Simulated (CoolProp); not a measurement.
Vapour-liquid equilibrium of C2F6 (R116) (1) + R143a (2) at -42.55 °C; x and y are mole fractions of (1).

Computed with CoolProp (multi-fluid Helmholtz-energy mixture model, Lemmon 2006 and Lemmon and Jacobsen 2000; pair parameters Bell 2016).

```tsv
x	bubble pressure, mixture model (MPa)	bubble pressure, Raoult's law (MPa)	y, mixture model	y, Raoult's law
0.05	0.1808	0.1442	0.322	0.171
0.2	?	0.1992	?	0.494
0.35	?	0.2541	?	0.678
0.5	?	0.3091	0.781	0.796
0.65	0.4452	0.3641	?	0.879
0.8	0.4704	0.4190	0.875	0.940
0.95	?	0.4740	0.958	0.987
```

Task: What belongs in the gaps?

Result: 
- 0.2, bubble pressure, mixture model (MPa): 0.3010
- 0.2, y, mixture model: 0.629
- 0.35, bubble pressure, mixture model (MPa): 0.3719
- 0.35, y, mixture model: 0.728
- 0.5, bubble pressure, mixture model (MPa): 0.4149
- 0.65, y, mixture model: 0.823
- 0.95, bubble pressure, mixture model (MPa): 0.4895

The largest gap from Raoult's law is +51.1 % in bubble pressure, at x = 0.2. No azeotrope shows between x = 0.05 and 0.95.

Pair parameters are fitted to limited data, so mixtures are less certain than the pure fluids. With so large a gap from Raoult's law the liquid may split in two, which this calculation doesn't test in full.
